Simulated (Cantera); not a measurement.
What does this Cantera script print?

```python
import numpy as np
import cantera as ct

gas = ct.Solution("gri30.yaml")
gas.TPX = 1500, 2300000, {'CO': 1, 'H2': 0.055, 'CH4': 0.044, 'O2': 1.43, 'N2': 5.38}
reactor = ct.IdealGasConstPressureReactor(gas, energy="on", clone=False)
net = ct.ReactorNet([reactor])
net.rtol, net.atol = 1e-08, 1e-16
show = ['CO', 'H2', 'CH4', 'NO', 'CO2', 'H2O2', 'HCO']
times = np.geomspace(1e-05, 9, 16)

steps = ct.SolutionArray(gas, extra=["t"])
rows = []
print(f"{'t/s':>10s}{'T/K':>9s}{'P/Pa':>11s}" + "".join(f"{s:>11s}" for s in show))
for t in times:
    while net.time < t:
        t_next = net.step()
        steps.append(gas.state, t=t_next)
    rows.append([np.interp(t, steps.t, y) for y in (steps.T, steps.P, *steps(*show).X.T)])
    print(f"{t:10.3e}{rows[-1][0]:9.1f}{rows[-1][1]:11.4g}" + "".join(f"{x:11.3e}" for x in rows[-1][2:]))
rate = np.gradient(steps.T, steps.t)
print("integrator steps:", len(steps.t))
if steps.T.max() > steps.T[0] + 200:
    print(f"time of steepest temperature rise: {steps.t[rate.argmax()]:.4e} s")
gas.TPX = 1500, 2300000, {'CO': 1, 'H2': 0.055, 'CH4': 0.044, 'O2': 1.43, 'N2': 5.38}
gas.equilibrate("HP")
print(f"equilibrium (HP): T = {gas.T:.1f} K  " + "  ".join(f"{s} {gas[s].X[0]:.3e}" for s in show))
```

It prints:

```
       t/s      T/K       P/Pa         CO         H2        CH4         NO        CO2       H2O2        HCO
 1.000e-05   1926.0    2.3e+06  8.803e-02  3.149e-04  1.129e-10  4.029e-06  4.662e-02  9.899e-07  2.156e-07
 2.494e-05   2519.9    2.3e+06  9.679e-03  1.540e-04  6.529e-19  2.420e-04  1.308e-01  2.347e-07  3.626e-09
 6.222e-05   2564.3    2.3e+06  4.512e-03  9.130e-05  1.755e-19  6.432e-04  1.364e-01  2.280e-07  8.980e-10
 1.552e-04   2563.3    2.3e+06  4.413e-03  9.003e-05  1.841e-19  1.523e-03  1.365e-01  2.271e-07  8.644e-10
 3.871e-04   2559.6    2.3e+06  4.352e-03  8.900e-05  1.775e-19  3.526e-03  1.366e-01  2.246e-07  8.388e-10
 9.655e-04   2552.2    2.3e+06  4.235e-03  8.700e-05  1.650e-19  7.464e-03  1.367e-01  2.197e-07  7.905e-10
 2.408e-03   2542.2    2.3e+06  4.079e-03  8.434e-05  1.489e-19  1.280e-02  1.369e-01  2.131e-07  7.289e-10
 6.007e-03   2536.2    2.3e+06  3.988e-03  8.277e-05  1.398e-19  1.599e-02  1.370e-01  2.092e-07  6.940e-10
 1.498e-02   2535.4    2.3e+06  3.977e-03  8.258e-05  1.387e-19  1.637e-02  1.370e-01  2.087e-07  6.899e-10
 3.737e-02   2535.4    2.3e+06  3.977e-03  8.258e-05  1.387e-19  1.637e-02  1.370e-01  2.087e-07  6.899e-10
 9.322e-02   2535.4    2.3e+06  3.977e-03  8.258e-05  1.387e-19  1.637e-02  1.370e-01  2.087e-07  6.899e-10
 2.325e-01   2535.4    2.3e+06  3.977e-03  8.258e-05  1.387e-19  1.637e-02  1.370e-01  2.087e-07  6.899e-10
 5.800e-01   2535.4    2.3e+06  3.977e-03  8.258e-05  1.387e-19  1.637e-02  1.370e-01  2.087e-07  6.899e-10
 1.447e+00   2535.4    2.3e+06  3.977e-03  8.258e-05  1.387e-19  1.637e-02  1.370e-01  2.087e-07  6.899e-10
 3.608e+00   2535.4    2.3e+06  3.977e-03  8.258e-05  1.387e-19  1.637e-02  1.370e-01  2.087e-07  6.899e-10
 9.000e+00   2535.4    2.3e+06  3.977e-03  8.258e-05  1.387e-19  1.637e-02  1.370e-01  2.087e-07  6.899e-10
integrator steps: 1520
time of steepest temperature rise: 1.0936e-05 s
equilibrium (HP): T = 2535.4 K  CO 3.977e-03  H2 8.258e-05  CH4 2.063e-19  NO 1.637e-02  CO2 1.370e-01  H2O2 2.087e-07  HCO 6.899e-10
```

Computed with Cantera and GRI-Mech 3.0 (53 species, 325 reactions). The pressure lies above the range GRI-Mech 3.0 was tuned for (to about 10 atm).
